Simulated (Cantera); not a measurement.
**Si₂Cl₆ + HCl + H₂ (silicon epitaxy and polysilicon growth)**

Feed: 1 mol Si₂Cl₆, 2.5 mol HCl, 210 mol H₂, at 1300 K and 11.0 mbar.

Cantera equilibrium calculation (NASA polynomials, part measured and part estimated; ideal gas, pure solids and liquids). Candidate condensed phases: Si; 19 gas species. The feed counts by its element totals alone. The tables' values for SiCl₃ are old estimates; treat these amounts as uncertain. The numbers say what is thermodynamically allowed, not how fast it happens.

```json
{
 "x(H₂)": "0.964",
 "x(HCl)": "0.0329",
 "x(SiCl₂)": "0.00299",
 "x(SiCl₃)": "0.000117",
 "x(SiHCl₃)": "3.60e-5",
 "x(SiCl₄)": "2.70e-5",
 "x(H)": "1.04e-5",
 "x(SiH₂Cl₂)": "6.79e-6",
 "n(Si(s))": "1.32 mol",
 "gas_amount": "215.5 mol"
}
```
